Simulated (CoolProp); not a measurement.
A single-stage vapour-compression cycle with propane: evaporating at 283.15 K (dew point), condensing at 325.15 K (bubble point), superheat 0 K, subcooling 2 K, compressor efficiency 0.7, no pressure losses. Each further row changes one setting.

Computed with CoolProp (reference Helmholtz-energy equation of state, Lemmon 2009).

```json
[
 {"case": "as stated", "cooling COP": "3.63", "pressure ratio": "2.81", "discharge temperature (K)": "338.0", "refrigerating effect (kJ/kg)": "249", "volumetric capacity (kJ/m³)": "3430"},
 {"case": "evaporating temperature 288.15 K", "cooling COP": "4.30", "pressure ratio": "2.45", "discharge temperature (K)": "336.2", "refrigerating effect (kJ/kg)": "254", "volumetric capacity (kJ/m³)": "4020"},
 {"case": "condensing temperature 320.15 K", "cooling COP": "4.30", "pressure ratio": "2.52", "discharge temperature (K)": "331.9", "refrigerating effect (kJ/kg)": "264", "volumetric capacity (kJ/m³)": "3640"},
 {"case": "subcooling 7 K", "cooling COP": "3.85", "pressure ratio": "2.81", "discharge temperature (K)": "338.0", "refrigerating effect (kJ/kg)": "264", "volumetric capacity (kJ/m³)": "3640"},
 {"case": "superheat 10 K", "cooling COP": "3.67", "pressure ratio": "2.81", "discharge temperature (K)": "347.7", "refrigerating effect (kJ/kg)": "267", "volumetric capacity (kJ/m³)": "3490"},
 {"case": "compressor efficiency 0.6", "cooling COP": "3.11", "pressure ratio": "2.81", "discharge temperature (K)": "342.9", "refrigerating effect (kJ/kg)": "249", "volumetric capacity (kJ/m³)": "3430"}
]
```
